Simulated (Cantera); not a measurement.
Cantera run:

```python
import numpy as np
import cantera as ct

gas_names = [...]  # 114 gases of nasa_gas.yaml made of C, Fe, H, O
cond_names = """
    C(gr) C6H6(L) C7H8(L) C8H18(L),n-octa Fe(a) Fe(c) Fe(d) Fe(L) FeC5O5(L) FeO(s) FeO(L) Fe(OH)2(s)
    Fe(OH)3(s) Fe2O3(s) Fe3O4(s) H2O(s) H2O(L)
""".split()


# ... load() reads the species with a 1 bar reference pressure and builds the phases ...
atoms = {
    'Fe3O4': {'Fe': 3, 'O': 4},
    'CO': {'C': 1, 'O': 1},
    'H2': {'H': 2},
}
top_T = {'C(gr)': 4500, 'Fe2O3(s)': 1830, 'Fe3O4(s)': 1870}  # K; cautious upper limits of use, not melting points


# ... equilibrate(T, P, feed) seeds the gas with the atoms and calls Mixture.equilibrate('TP', solver="vcs", rtol=1e-11, max_steps=5000) ...
results = []
feed = {'Fe3O4': 1, 'CO': 12, 'H2': 0.26}  # mol
T = 2673  # K
P = 33000  # Pa
mix = equilibrate(T, P, feed)
results.append((T, P, feed, dict(zip(mix.species_names, mix.species_moles))))
print(gas.report(threshold=1e-05))
for i in range(1, mix.n_phases):
    print(f"{mix.phase(i).name:16s} {mix.phase_moles(i):12.5e} mol")
```

It prints:

```
       temperature   2673 K
          pressure   33000 Pa
           density   0.049213 kg/m^3
  mean mol. weight   33.144 kg/kmol
   phase of matter   gas

                          1 kg             1 kmol
                     ---------------   ---------------
          enthalpy       -3.0314e+05       -1.0047e+07  J
   internal energy       -9.7369e+05       -3.2272e+07  J
           entropy            8779.2        2.9098e+05  J/K
    Gibbs function        -2.377e+07       -7.8782e+08  J
 heat capacity c_p            1199.7             39763  J/K
 heat capacity c_v            948.86             31449  J/K

                      mass frac. Y      mole frac. X     chem. pot. / RT
                     ---------------   ---------------   ---------------
                CO           0.60192           0.71223           -35.151
               CO2           0.20555            0.1548            -54.04
                Fe           0.16408          0.097379           -10.216
               FeO          0.020094         0.0092697           -29.105
           Fe(OH)2        8.0315e-05        2.9624e-05             -74.7
                 H        0.00020628         0.0067825           -13.353
                H2        0.00035148         0.0057784           -26.706
               H2O         0.0045454         0.0083626           -45.595
                 O        0.00088744         0.0018384           -18.889
                OH         0.0012558         0.0024473           -32.242
                O2         0.0010399         0.0010771           -37.779
     [ +103 minor]        3.1206e-07        3.1873e-07

C(gr)             0.00000e+00 mol
Fe(L)             0.00000e+00 mol
FeC5O5(L)         0.00000e+00 mol
FeO(L)            1.52354e+00 mol
```

Cantera equilibrium calculation (NASA polynomials, part measured and part estimated; ideal gas, pure solids and liquids). The tables' stoichiometric FeO is somewhat more stable than real wüstite, so its field is too wide. FeO: taken at fixed stoichiometry.
